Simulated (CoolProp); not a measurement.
Vapour-liquid equilibrium of ethylene (1) + propane (2) at 0.735 MPa; x and y are mole fractions of (1).

The numbers come from the multi-fluid Helmholtz-energy mixture model, Smukala 2000 and Lemmon 2009; pair parameters Bell 2016 in CoolProp.

**Question.** Give the bubble temperature and the first vapour's composition at x = 0.05, 0.2, 0.95. Is there an azeotrope?

**Answer.** x = 0.05: 279.1 K, y = 0.237; x = 0.2: 256.6 K, y = 0.659; x = 0.95: 213.9 K, y = 0.995. No azeotrope shows between x = 0.05 and 0.95.

The pair parameters rest on a limited set of measurements; away from them the model extrapolates.
